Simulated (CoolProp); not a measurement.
The numbers come from the reference Helmholtz-energy equation of state, Gao 2016 in CoolProp.

Give the vapour pressure (bar), enthalpy of vaporisation (kJ/kg), liquid cp (kJ/(kg K)), vapour Z of saturated sulfur dioxide at 84.75 °C.


| T (°C) | p (bar) | enthalpy of vaporisation (kJ/kg) | liquid cp (kJ/(kg K)) | vapour Z |
|---|---|---|---|---|
| 84.75 | 20.0 | 282 | 1.58 | 0.795 |
